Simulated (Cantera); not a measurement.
Cantera run:

```python
import numpy as np
import cantera as ct

gas_names = """
    H HO2 H2 H2O H2O2 O OH O2 O3 Pb PbO Pb2
""".split()
cond_names = """
    H2O(s) H2O(L) Pb(cr) Pb(L) PbO(rd) PbO(yw) PbO(L) PbO2(s) Pb3O4(s)
""".split()


# ... load() reads the species with a 1 bar reference pressure and builds the phases ...
atoms = {
    'PbO': {'Pb': 1, 'O': 1},
    'H2': {'H': 2},
    'H2O': {'H': 2, 'O': 1},
}
top_T = {'Pb3O4(s)': 820}  # K; cautious upper limits of use, not melting points


# ... equilibrate(T, P, feed) seeds the gas with the atoms and calls Mixture.equilibrate('TP', solver="vcs", rtol=1e-11, max_steps=5000) ...
results = []
feed = {'PbO': 1, 'H2': 380, 'H2O': 0.075}  # mol
T = 2073.15  # K
P = 20000  # Pa
mix = equilibrate(T, P, feed)
results.append((T, P, feed, dict(zip(mix.species_names, mix.species_moles))))
print(gas.report(threshold=0.001))
for i in range(1, mix.n_phases):
    print(f"{mix.phase(i).name:16s} {mix.phase_moles(i):12.5e} mol")
```

It prints:

```
       temperature   2073.2 K
          pressure   20000 Pa
           density   0.0030074 kg/m^3
  mean mol. weight   2.592 kg/kmol
   phase of matter   gas

                          1 kg             1 kmol
                     ---------------   ---------------
          enthalpy        2.1802e+07         5.651e+07  J
   internal energy        1.5152e+07        3.9273e+07  J
           entropy             78617        2.0377e+05  J/K
    Gibbs function       -1.4118e+08       -3.6594e+08  J
 heat capacity c_p             13266             34384  J/K
 heat capacity c_v             10058             26070  J/K

                      mass frac. Y      mole frac. X     chem. pot. / RT
                     ---------------   ---------------   ---------------
                 H         0.0022763         0.0058532           -10.608
                H2           0.76902           0.98872           -21.216
               H2O          0.019536         0.0028108           -49.143
                Pb           0.20916         0.0026164           -20.045
     [   +8 minor]        1.7174e-05        1.9507e-06

Pb(L)             0.00000e+00 mol
PbO(L)            0.00000e+00 mol
```

These are equilibrium values from Cantera (NASA tables, ideal gas, pure condensed phases), not measurements of a reactor.
